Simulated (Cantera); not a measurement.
An isothermal, constant-pressure homogeneous reactor starts with CH₄ : H₂ : H₂O = 1 : 56 : 2.4 (molar parts), at 1575 K and 760 Torr.

Computed with Cantera and GRI-Mech 3.0 (53 species, 325 reactions).

One state of this run: x CH₄ = 0.0155; x H₂ = 0.943; x CH₃ = 1.32e-5; x H = 3.98e-5; x C₂H₂ = 0.000571. x: mole fraction; the columns are a selection and need not sum to one.

Which value of t (s) does it belong to?
(A) 6.01
(B) 0.000511
(C) 100
(D) 0.361

D, 0.361
